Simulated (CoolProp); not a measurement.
Model: reference Helmholtz-energy equation of state, Lemmon 2006, in CoolProp. It is a short technical equation, of lower accuracy than the large ones.

Q: Give the vapour pressure (MPa), vapour density (kg/m³), enthalpy of vaporisation (kJ/kg), surface tension (mN/m) of saturated nitrous oxide at 212.1, 232.1 K.

A: 
```tsv
T (K)	p (MPa)	vapour density (kg/m³)	enthalpy of vaporisation (kJ/kg)	surface tension (mN/m)
212.1	0.411	11.0	341	17.6
232.1	0.904	23.5	313	13.4
```

Surface tension comes from a separate correlation (Mulero 2012).
